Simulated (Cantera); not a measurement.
Input: 1 mol HMDSO, 2.3 mol N2O, 0.19 mol H2, at 0.190 bar.

Method: chemical equilibrium by Gibbs-energy minimisation in Cantera with the NASA 1993 tables (ideal gas, pure condensed phases). Candidate condensed phases: C, C6H6, C7H8, C8H18, H2O, Si, SiC, SiO2, Si2N2O, Si3N4; 151 gas species. The feed counts by its element totals alone. Rates play no part.

Problem. At 2025 K, list the 7 most abundant gas species with their mole fractions, and the condensed phases.

Solution. H2 0.615, CO 0.221, N2 0.153, HCN 0.00498, H 0.00346, SiO 0.00217, C2H2 (acetylene) 0.000557. Condensed: C(graphite) + SiC(s).
